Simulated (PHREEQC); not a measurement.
# Buffer: speciation

Consider water at 47 °C with 0.27 mol/kgw NaHSO4 and 0.00026 mol/kgw Na2B4O7. Closed to the air; pH follows from the charge balance.

The numbers come from PHREEQC with the ion-association model, wateq4f.dat.

Each row changes one thing in this solution. No solid was allowed to form.

```json
[
 {"case": "as made", "pH": "1.22", "ionic strength (mol/kgw)": "0.391", "Na+ (mol/kgw)": "0.252", "HSO4- (mol/kgw)": "0.191", "SO4-2 (mol/kgw)": "0.0605", "NaSO4- (mol/kgw)": "0.0189", "SI of Mirabilite (Na2SO4:10H2O)": "-3.28"},
 {"case": "temperature from 47 to 50 °C", "pH": "1.23", "ionic strength (mol/kgw)": "0.387", "Na+ (mol/kgw)": "0.252", "HSO4- (mol/kgw)": "0.193", "SO4-2 (mol/kgw)": "0.0586", "NaSO4- (mol/kgw)": "[?]", "SI of Mirabilite (Na2SO4:10H2O)": "-3.41"},
 {"case": "diluted 2-fold with water", "pH": "1.44", "ionic strength (mol/kgw)": "0.213", "Na+ (mol/kgw)": "0.128", "HSO4- (mol/kgw)": "0.0884", "SO4-2 (mol/kgw)": "0.0389", "NaSO4- (mol/kgw)": "0.00769", "SI of Mirabilite (Na2SO4:10H2O)": "-3.90"},
 {"case": "0.07 mol/kgw TMAH added", "pH": "1.46", "ionic strength (mol/kgw)": "0.450", "Na+ (mol/kgw)": "0.245", "HSO4- (mol/kgw)": "0.154", "SO4-2 (mol/kgw)": "0.0898", "NaSO4- (mol/kgw)": "0.0259", "SI of Mirabilite (Na2SO4:10H2O)": "-3.16"},
 {"case": "Na2B4O7 left out", "pH": "1.22", "ionic strength (mol/kgw)": "0.391", "Na+ (mol/kgw)": "0.251", "HSO4- (mol/kgw)": "0.191", "SO4-2 (mol/kgw)": "0.0604", "NaSO4- (mol/kgw)": "0.0188", "SI of Mirabilite (Na2SO4:10H2O)": "-3.28"},
 {"case": "Na2B4O7 from 0.00026 to 0.00052 mol/kgw", "pH": "1.22", "ionic strength (mol/kgw)": "0.391", "Na+ (mol/kgw)": "0.252", "HSO4- (mol/kgw)": "0.190", "SO4-2 (mol/kgw)": "0.0607", "NaSO4- (mol/kgw)": "[?]", "SI of Mirabilite (Na2SO4:10H2O)": "-3.27"},
 {"case": "diluted 5-fold with water", "pH": "1.72", "ionic strength (mol/kgw)": "0.0960", "Na+ (mol/kgw)": "0.0519", "HSO4- (mol/kgw)": "0.0308", "SO4-2 (mol/kgw)": "0.0210", "NaSO4- (mol/kgw)": "0.00225", "SI of Mirabilite (Na2SO4:10H2O)": "-4.76"}
]
```

Question: Complete the blanks.

Answer: 
- temperature from 47 to 50 °C, NaSO4- (mol/kgw): 0.0185
- Na2B4O7 from 0.00026 to 0.00052 mol/kgw, NaSO4- (mol/kgw): 0.0190

Complexes and solids missing from the database can't appear. (CH3)4N+ isn't in the database: it is added as a free cation with an ion size of 4 Å. Constants without temperature data keep their 25 °C values here.
